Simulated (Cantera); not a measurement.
Silicon oxide and oxynitride deposition: SiCl4 + N2O

A closed system holds: 1 mol SiCl4, a varied amount of N2O, held at 1498 K and 480 Pa.

These are equilibrium values from Cantera (NASA tables, ideal gas, pure condensed phases), not measurements of a reactor. Candidate condensed phases: Si, SiO2, Si2N2O, Si3N4; 23 gas species. The tables' values for SiCl3 are old estimates; treat these amounts as uncertain. The tables hold silica as quartz up to 1696 K and as liquid above; real silica turns to tridymite and cristobalite and melts near 1996 K. Kinetics and transport are ignored.

```tsv
n(N2O) (mol)	log p N2	log p SiCl4	log p Cl	log p O2	log p Cl2	log p NO	log p SiCl3	log p ClO	n SiO2(β-quartz)
0.28	-3.07	-2.59	-2.98	-10.55	-3.49	-9.34	-5.37	-9.86	0.140
0.46	-2.95	-2.72	-2.89	-10.05	-3.31	-9.02	-5.59	-9.53	0.230
0.75	-2.85	-2.92	-2.82	-9.57	-3.17	-8.73	-5.87	-9.22	0.375
1.2	-2.77	-3.25	-2.77	-9.05	-3.07	-8.44	-6.24	-8.91	0.600
2	-2.71	-6.05	-2.74	-6.09	-2.99	-6.93	-9.08	-7.39	0.999
3.2	-2.65	-9.14	-2.83	-3.38	-3.18	-5.54	-12.08	-6.13	1.000
5.2	-2.60	-9.86	-2.94	-3.12	-3.41	-5.38	-12.68	-6.11	1.00
8.5	-2.57	-10.51	-3.07	-2.99	-3.67	-5.30	-13.20	-6.17	1.00
14	-2.54	-11.18	-3.22	-2.91	-3.96	-5.25	-13.72	-6.29	1.00
22	-2.53	-11.80	-3.37	-2.87	-4.26	-5.23	-14.20	-6.41	1.00
36	-2.52	-12.52	-3.54	-2.84	-4.60	-5.21	<-14	-6.57	1.00
```
log p: log10 of the partial pressure in bar; n: condensed amount in mol.

From 0.28 mol N2O to 36 mol N2O the condensed part is SiO2(β-quartz).
